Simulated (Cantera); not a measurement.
Input (Python, Cantera) and output of one run.

```python
import numpy as np
import cantera as ct

gas_names = """
    B BH BH2 BH3 BN BO BO2 B2 B2O B2O2 B2O3 B3O3H3 H HBO HBO2 HNO HNO2 HNO3 HO2 H2 H2O H2O2 H3B3O6 N NH
    NH2 NH3 NH2OH NO NO2 NO3 N2 N2H2 N2H4 N2O O OH O2 O3
""".split()
cond_names = """
    B(b) B(L) BN(s) B2O3(L) B3O3H3(cr) H2O(s) H2O(L)
""".split()


# ... load() reads the species with a 1 bar reference pressure and builds the phases ...
atoms = {
    'borazine': {'B': 3, 'N': 3, 'H': 6},
    'H2O': {'H': 2, 'O': 1},
    'H2': {'H': 2},
}
top_T = {'BN(s)': 3200}  # K; cautious upper limits of use, not melting points


# ... equilibrate(T, P, feed) seeds the gas with the atoms and calls Mixture.equilibrate('TP', solver="vcs", rtol=1e-11, max_steps=5000) ...
results = []
T = 1775  # K
P = 10000  # Pa
for m in [1.2, 1.8, 2.9, 4.4, 6.8, 11, 16, 25, 39]:
    feed = {'borazine': 1, 'H2O': 0.095, 'H2': m}  # mol
    mix = equilibrate(T, P, feed)
    results.append((T, P, feed, dict(zip(mix.species_names, mix.species_moles))))
    x = sorted(zip(gas.X, gas.species_names), reverse=True)
    print(f"T = {T:g} K  P = {P:g} Pa  n(H2) = {m:g} mol  gas = {mix.phase_moles(0):.4g} mol")
    print("   x: " + "  ".join(f"{s} {v:.3e}" for v, s in x if v > 0.0001))
    print("   condensed (mol): " + ("  ".join(f"{mix.phase(i).name} {mix.phase_moles(i):.4g}"
          for i in range(1, mix.n_phases) if mix.phase_moles(i) > 1e-12) or "none"))
```

Output:

```
T = 1775 K  P = 10000 Pa  n(H2) = 1.2 mol  gas = 4.383 mol
   x: H2 9.711e-01  HBO 1.491e-02  N2 9.774e-03  HBO2 1.317e-03  B2O2 9.121e-04  H 9.020e-04  B2O3 6.156e-04  BO 2.538e-04  H2O 1.975e-04
   condensed (mol): BN(s) 2.914
T = 1775 K  P = 10000 Pa  n(H2) = 1.8 mol  gas = 4.985 mol
   x: H2 9.740e-01  HBO 1.368e-02  N2 8.701e-03  HBO2 1.045e-03  H 9.033e-04  B2O2 7.661e-04  B2O3 4.471e-04  BO 2.326e-04  H2O 1.713e-04
   condensed (mol): BN(s) 2.913
T = 1775 K  P = 10000 Pa  n(H2) = 2.9 mol  gas = 6.087 mol
   x: H2 9.781e-01  HBO 1.188e-02  N2 7.248e-03  H 9.052e-04  HBO2 7.179e-04  B2O2 5.753e-04  B2O3 2.656e-04  BO 2.015e-04  H2O 1.361e-04
   condensed (mol): BN(s) 2.912
T = 1775 K  P = 10000 Pa  n(H2) = 4.4 mol  gas = 7.589 mol
   x: H2 9.818e-01  HBO 1.006e-02  N2 5.907e-03  H 9.069e-04  HBO2 4.636e-04  B2O2 4.107e-04  BO 1.703e-04  B2O3 1.446e-04  H2O 1.042e-04
   condensed (mol): BN(s) 2.91
T = 1775 K  P = 10000 Pa  n(H2) = 6.8 mol  gas = 9.991 mol
   x: H2 9.857e-01  HBO 8.056e-03  N2 4.559e-03  H 9.087e-04  B2O2 2.624e-04  HBO2 2.607e-04  BO 1.361e-04
   condensed (mol): BN(s) 2.909
T = 1775 K  P = 10000 Pa  n(H2) = 11 mol  gas = 14.19 mol
   x: H2 9.894e-01  HBO 5.954e-03  N2 3.257e-03  H 9.104e-04  B2O2 1.428e-04  HBO2 1.201e-04  BO 1.004e-04
   condensed (mol): BN(s) 2.908
T = 1775 K  P = 10000 Pa  n(H2) = 16 mol  gas = 19.2 mol
   x: H2 9.919e-01  HBO 4.532e-03  N2 2.431e-03  H 9.115e-04
   condensed (mol): BN(s) 2.907
T = 1775 K  P = 10000 Pa  n(H2) = 25 mol  gas = 28.2 mol
   x: H2 9.941e-01  HBO 3.162e-03  N2 1.669e-03  H 9.126e-04
   condensed (mol): BN(s) 2.906
T = 1775 K  P = 10000 Pa  n(H2) = 39 mol  gas = 42.21 mol
   x: H2 9.957e-01  HBO 2.148e-03  N2 1.124e-03  H 9.133e-04
   condensed (mol): BN(s) 2.905
```

Cantera equilibrium calculation (NASA polynomials, part measured and part estimated; ideal gas, pure solids and liquids). The feed counts by its element totals alone. The tables' values for BH2 are old estimates; treat these amounts as uncertain.
